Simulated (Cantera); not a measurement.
Charge: 1 mol Si3H8, 0.26 mol Cl2, 28 mol H2, held at 950 K and 2.25 Torr.

Equilibrium computed with Cantera from the NASA thermochemical tables; the gas is ideal and each condensed phase is pure. Candidate condensed phases: Si; 19 gas species. The feed counts by its element totals alone. The tables' values for SiCl3 are old estimates; treat these amounts as uncertain. Equilibrium is a limit: real reactors are often held back by kinetics, nucleation or transport.

Base state: H2 0.988, HCl 0.0103, SiCl4 0.000982, SiHCl3 0.000430, SiCl2 0.000166, SiCl3 6.98e-5, SiH2Cl2 1.91e-5 (mole fractions); condensed: Si(s).

Q: What changes in the equilibrium state with this change: temperature from 950 K to 898 K?

A: 
| species | before | after |
|---|---|---|
| H2 | 0.988 | 0.990 |
| HCl | 0.0103 | 0.00707 |
| SiCl4 | 0.000982 | 0.00169 |
| SiCl2 | 0.000166 | 6.82e-5 |
| SiHCl3 | 0.000430 | 0.000661 |
| SiCl3 | 6.98e-5 | 4.88e-5 |
| SiH2Cl2 | 1.91e-5 | 2.44e-5 |
| Si(s), mol | 2.95 | 2.92 |

Q: What changes in the equilibrium state with this change: Cl2 from 0.26 to 0.076 mol?

A: 
```json
[
 {"species": "H2", "before": "0.988", "after": "0.995"},
 {"species": "HCl", "before": "0.0103", "after": "0.00443"},
 {"species": "SiHCl3", "before": "0.000430", "after": "3.34e-5"},
 {"species": "SiCl4", "before": "0.000982", "after": "3.24e-5"},
 {"species": "SiCl3", "before": "6.98e-5", "after": "5.40e-6"},
 {"species": "SiCl2", "before": "0.000166", "after": "3.01e-5"},
 {"species": "Si(s), mol", "before": "2.95", "after": "3.00"}
]
```

Q: What changes in the equilibrium state with this change: Cl2 from 0.26 to 0.8 mol?

A: 
```csv
species,before,after
H2,0.988,0.975
HCl,0.0103,0.0164
SiCl4,0.000982,0.00643
SiCl3,6.98e-5,0.000286
SiHCl3,0.000430,0.00175
SiCl2,0.000166,0.000424
SiH2Cl2,1.91e-5,4.82e-5
"Si(s), mol",2.95,2.71
```
